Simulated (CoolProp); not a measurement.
A simple Rankine cycle with R141b: condensing at 308.15 K, boiler at 3.29 MPa, turbine inlet 462.9 K, turbine efficiency 0.85, pump efficiency 0.7, no recuperator. Each further row changes one setting.

Values from CoolProp's reference Helmholtz-energy equation of state, Lemmon 2006. It is a short technical equation, of lower accuracy than the large ones.

```
case                             thermal efficiency (%)  net work (kJ/kg)  heat in (kJ/kg)  turbine exit temperature (K)  volume ratio over the turbine
-------------------------------  ----------------------  ----------------  ---------------  ----------------------------  -----------------------------
as stated                                          20.1              61.0              303                         333.7                           36.7
turbine inlet 482.9 K                              20.6              69.0              ___                           ___                           32.0
condensing temperature 300.15 K                    21.2              66.3              313                           ___                           48.0
boiler pressure 2.3 MPa                            19.2              63.1              329                         361.4                           20.8
turbine efficiency 0.75                            17.6              53.4              303                         342.8                           37.8
```

Q: What belongs in the gaps?

A: 
- turbine inlet 482.9 K, heat in (kJ/kg): 335
- turbine inlet 482.9 K, turbine exit temperature (K): 361.9
- condensing temperature 300.15 K, turbine exit temperature (K): 326.6
